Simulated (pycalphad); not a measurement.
Source of the numbers: pycalphad with the COST 507 light-alloy database (1999); pressure 1 atm. The database dates from 1999; later assessments differ in places, in temperatures and in the compounds included. Amounts are mole fractions of atoms.

**Question.** Give the equilibrium state of Ti-95.6C (at.%) at 1677 °C.

**Answer.** 
```
T = 1950.00 K, P = 101325 Pa, N = 1 mol of atoms
G = -54552 J/mol, H = 26705 J/mol, S = 41.67 J/(mol K)  (SER reference)
chemical potentials (J/mol): Ti -284602, C -43964
phase             fraction      x(Ti)       x(C)
GRAPHITE            0.9138       none     1.0000
FCC_A1              0.0862     0.5101     0.4899
```

**Question.** Give the equilibrium state of Ti-95.6C (at.%) at 2802 °C.

**Answer.** 
```
T = 3075.00 K, P = 101325 Pa, N = 1 mol of atoms
G = -108738 J/mol, H = 69617 J/mol, S = 58.00 J/(mol K)  (SER reference)
chemical potentials (J/mol): Ti -382578, C -96135
phase             fraction      x(Ti)       x(C)
GRAPHITE            0.8725       none     1.0000
LIQUID              0.1275     0.3451     0.6549
```

FCC_A1 is fcc. An entry "none" or "no" means that the model of the phase leaves that element out. The fcc model also describes the rock-salt carbide or nitride (TiC, TiN, HfC).
